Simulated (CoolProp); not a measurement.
Vapour-liquid equilibrium of R113 (1) + n-hexane (2) at 151.85 °C; x and y are mole fractions of (1).

The numbers come from the multi-fluid Helmholtz-energy mixture model, Marx 1992 and Thol 2019; pair parameters Bell 2016 in CoolProp.

```
x     bubble pressure, mixture model (bar)  bubble pressure, Raoult's law (bar)  y, mixture model  y, Raoult's law
----  ------------------------------------  -----------------------------------  ----------------  ---------------
0.05                                 8.160                                8.049             0.081            0.078
0.2                                  9.120                                8.770             0.283            0.288
0.35                                 9.962                                9.491             0.446            0.465
0.5                                  10.71                                10.21             0.586            0.618
0.65                                 11.37                                10.93             0.714            0.750
0.8                                  11.95                                11.65             0.836            0.866
0.95                                 12.46                                12.37             0.958            0.968
```

The largest gap from Raoult's law is +5.0 % in bubble pressure, at x = 0.35. No azeotrope shows between x = 0.05 and 0.95.

The pair parameters rest on a limited set of measurements; away from them the model extrapolates.
